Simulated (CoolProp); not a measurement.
A simple Rankine cycle with n-pentane: condensing at 322.15 K, boiler at 1.22 MPa, turbine inlet 448.5 K, turbine efficiency 0.8, pump efficiency 0.7, no recuperator. Each further row changes one setting.

The numbers come from the reference Helmholtz-energy equation of state, Thol 2019 in CoolProp.

```csv
case,thermal efficiency (%),net work (kJ/kg),heat in (kJ/kg),turbine exit temperature (K),volume ratio over the turbine
as stated,12.3,71.3,581,403.9,8.30
turbine inlet 468.5 K,12.0,76.0,632,424.9,8.13
condensing temperature 314.15 K,13.4,80.2,600,399.2,10.7
boiler pressure 0.854 MPa,10.4,61.6,592,413.3,5.59
turbine efficiency 0.7,10.7,62.0,581,408.1,8.39
```
